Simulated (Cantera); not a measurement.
Input: 1 mol ZrO₂, 2600 mol H₂, held at 1.00 Torr.

Cantera equilibrium calculation (NASA polynomials, part measured and part estimated; ideal gas, pure solids and liquids). Candidate condensed phases: H₂O, Zr, ZrO₂; 12 gas species. The numbers say what is thermodynamically allowed, not how fast it happens.

x: gas mole fraction; n: condensed amount in mol.

| T (K) | x H₂ | x H | x H₂O | x ZrO | n ZrO₂(monoclinic) | n ZrO₂(tetragonal) |
|---|---|---|---|---|---|---|
| 1275 | 1.000 | 2.02e-5 | (withheld) | <1e-12 | 1.00 | 0 |
| 1375 | 1.000 | 9.38e-5 | (withheld) | 1.77e-12 | 1.00 | 0 |
| 1475 | 1.000 | 0.000355 | (withheld) | 7.15e-11 | 1.000 | 0 |
| 1575 | 0.999 | 0.00114 | (withheld) | 1.76e-9 | 0 | 1.000 |
| 1675 | 0.997 | 0.00317 | (withheld) | 2.95e-8 | 0 | 1.000 |
| 1775 | 0.992 | 0.00790 | (withheld) | 1.99e-7 | 0 | 0.999 |
| 1875 | 0.982 | 0.0178 | (withheld) | 1.03e-6 | 0 | 0.997 |

Q: What belongs in the gaps?

A: 
- 1275, x H₂O: 4.93e-11
- 1375, x H₂O: 3.75e-10
- 1475, x H₂O: 2.16e-9
- 1575, x H₂O: 9.72e-9
- 1675, x H₂O: 3.64e-8
- 1775, x H₂O: 2.11e-7
- 1875, x H₂O: 1.06e-6
